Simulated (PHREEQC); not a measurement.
0.019 g of hydrous ferric oxide (600 m²/g; 0.2 weak and 0.005 strong sites per Fe, Dzombak-Morel constants, diffuse double layer) in 1 kg of water with 0.3 mol/kgw of an inert sodium salt and 0.009 mmol/kgw CuSO4, at 25 °C; the pH is set by adding NaOH or the inert anion's acid. Oxygen is held at 0.21 atm. No CO2 enters from the air. Precipitation was switched off in this run.

Base run: PHREEQC, ion-association model, wateq4f.dat. Each further column changes one thing. The table gives Cu sorbed (%).

| pH | base | no electrostatic term (-no_edl) | background salt from 0.3 to 0.03 mol/kgw | oxide from 0.019 to 0.095 g/kgw | 4.6e-06 mol/kgw NaH2PO4 added |
|---|---|---|---|---|---|
| 3 | 0.0 | 0.0 | 0.0 | 0.0 | 0.0 |
| 3.67 | 0.0 | 0.0 | 0.1 | 0.2 | 0.0 |
| 4.33 | 0.6 | 0.6 | 0.9 | 2.9 | 0.6 |
| 5 | 6.7 | 8.1 | 8.3 | 27.8 | 6.8 |
| 5.67 | 29.7 | ___ | 32.6 | 76.6 | 30.4 |
| 6.33 | 77.0 | 90.6 | ___ | 97.3 | 79.5 |
| 7.67 | 96.8 | 99.1 | ___ | ___ | 97.9 |
| 8.33 | 95.1 | 96.6 | 94.2 | 99.7 | 96.4 |
| 9 | 92.0 | ___ | 93.0 | 99.6 | 92.7 |
| 9.67 | 86.3 | 30.2 | 91.1 | 99.2 | 86.4 |
| 10.33 | 74.8 | 6.0 | 87.3 | 98.0 | 74.8 |
| 11 | 52.6 | ___ | 79.0 | 93.4 | 52.6 |

Complete the blanks.


- 5.67, no electrostatic term (-no_edl): 40.9
- 6.33, background salt from 0.3 to 0.03 mol/kgw: 76.7
- 7.67, background salt from 0.3 to 0.03 mol/kgw: 95.2
- 7.67, oxide from 0.019 to 0.095 g/kgw: 99.8
- 9, no electrostatic term (-no_edl): 80.2
- 11, no electrostatic term (-no_edl): 0.4

The database's constant for dissolved Cu(OH)2 is higher than later reviews accept. The oxide is taken as insoluble; below pH 4 it would dissolve. H3PO4, which wateq4f.dat lacks, is added to it with the constant of phreeqc.dat. The database has no phosphate complexes of Cu.
